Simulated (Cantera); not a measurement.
Input (Python, Cantera) and output of one run.

```python
import numpy as np
import cantera as ct

gas_names = """
    B BCL BCL2 BCL3 BH BH2 BH3 BN B2 CL CL2 H HCL H2 N NH NH2 NH3 N2 N2H2 N2H4
""".split()
cond_names = """
    B(b) B(L) BN(s) NH4CL(a) NH4CL(b)
""".split()


# ... load() reads the species with a 1 bar reference pressure and builds the phases ...
atoms = {
    'BCl3': {'B': 1, 'CL': 3},
    'NH3': {'N': 1, 'H': 3},
    'N2': {'N': 2},
}
top_T = {'BN(s)': 3200}  # K; cautious upper limits of use, not melting points


# ... equilibrate(T, P, feed) seeds the gas with the atoms and calls Mixture.equilibrate('TP', solver="vcs", rtol=1e-11, max_steps=5000) ...
results = []
feed = {'BCl3': 1, 'NH3': 0.42, 'N2': 12}  # mol
P = 1333.22  # Pa
for T in [898, 998, 1098, 1198, 1298, 1398, 1498, 1598, 1698, 1798, 1898]:
    mix = equilibrate(T, P, feed)
    results.append((T, P, feed, dict(zip(mix.species_names, mix.species_moles))))

top = {s: max(r[3][s] / sum(r[3][g] for g in gas_names) for r in results) for s in gas_names}
cols = sorted((s for s in top if top[s] > 1e-06), key=lambda s: -top[s])[:7]
seen = [c for c in cond_names if any(r[3].get(c, 0) > 1e-12 for r in results)]
print("log10 of partial pressures in bar; condensed amounts in mol")
print(f"{'T/K':>10s}" + "".join(f"{s[:9]:>10s}" for s in cols + seen))
for T, P, feed, n in results:
    ng = sum(n[g] for g in gas_names)
    print(f"{T:10.4g}" + "".join(f"{np.log10(max(n[s] / ng * P / 1e5, 1e-99)):10.3f}" for s in cols)
          + "".join(f"{n.get(c, 0):10.4g}" for c in seen))
```

It prints:

```
log10 of partial pressures in bar; condensed amounts in mol
       T/K        N2       HCL      BCL3        CL       BCL      BCL2        H2     BN(s)
       898    -1.937    -2.916    -3.253    -9.160   -17.268   -12.152    -7.453      0.42
       998    -1.937    -2.916    -3.253    -8.142   -14.696   -10.569    -6.944    0.4199
      1098    -1.937    -2.916    -3.253    -7.306   -12.596    -9.278    -6.528    0.4198
      1198    -1.937    -2.916    -3.253    -6.609   -10.850    -8.204    -6.181    0.4196
      1298    -1.937    -2.917    -3.252    -6.017    -9.376    -7.299    -5.888    0.4194
      1398    -1.937    -2.918    -3.253    -5.508    -8.116    -6.524    -5.638    0.4194
      1498    -1.937    -2.919    -3.254    -5.066    -7.027    -5.856    -5.422    0.4198
      1598    -1.938    -2.921    -3.259    -4.680    -6.077    -5.275    -5.232    0.4207
      1698    -1.938    -2.924    -3.272    -4.342    -5.245    -4.770    -5.062    0.4198
      1798    -1.940    -2.929    -3.307    -4.048    -4.514    -4.339    -4.900    0.4047
      1898    -1.944    -2.940    -3.400    -3.806    -3.882    -3.994    -4.726    0.3323
```

Equilibrium computed with Cantera from the NASA thermochemical tables; the gas is ideal and each condensed phase is pure. The tables' values for BCl, BCl2 are old estimates; treat these amounts as uncertain. Gases not in the tables: BHCl2.
